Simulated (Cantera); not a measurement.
A closed system holds: 1 mol Cu₂O, 41 mol H₂, at 1348 K and 3.20 mbar.

Equilibrium computed with Cantera from the NASA thermochemical tables; the gas is ideal and each condensed phase is pure. Candidate condensed phases: Cu, CuO, Cu(OH)₂, Cu₂O, H₂O; 12 gas species. Equilibrium is a limit: real reactors are often held back by kinetics, nucleation or transport.

Base state: H₂ 0.975, H₂O 0.0244, Cu 0.000146, H 4.04e-5 (mole fractions); condensed: Cu(s).

Task: What changes in the equilibrium state with this change: temperature from 1348 K to 1548.15 K?

Result: 
| species | before | after |
|---|---|---|
| H₂ | 0.975 | 0.970 |
| H₂O | 0.0244 | 0.0242 |
| Cu | 0.000146 | 0.00563 |
| H | 4.04e-5 | 0.000537 |
| Cu(s), mol | 1.99 | 0 |
| Cu(l), mol | 0 | 1.77 |
